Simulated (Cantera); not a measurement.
Mixture: 14.0 % CH4, 2.38 % CO, 17.2 % O2, 64.6 % N2, 1.82 % C2H6, equivalence ratio 2.1, at 6680 Torr, adiabatic and at constant volume. Ignition delay is the time to a rise of 400 K.

Computed with Cantera and GRI-Mech 3.0 (53 species, 325 reactions).

### Question
Predict: delay at 1223 K; delay at 1323 K; delay at 1423 K; delay at 1523 K; delay at 1623 K; delay at 1723 K; delay at 1823 K; apparent activation energy between 1623 and 1823 K.

### Answer
| Item | Result |
|---|---|
| delay at 1223 K | 0.754 ms |
| delay at 1323 K | 0.281 ms |
| delay at 1423 K | 0.115 ms |
| delay at 1523 K | 49.0 µs |
| delay at 1623 K | 22.1 µs |
| delay at 1723 K | 10.7 µs |
| delay at 1823 K | 5.70 µs |
| apparent activation energy between 1623 and 1823 K | 170 kJ/mol |
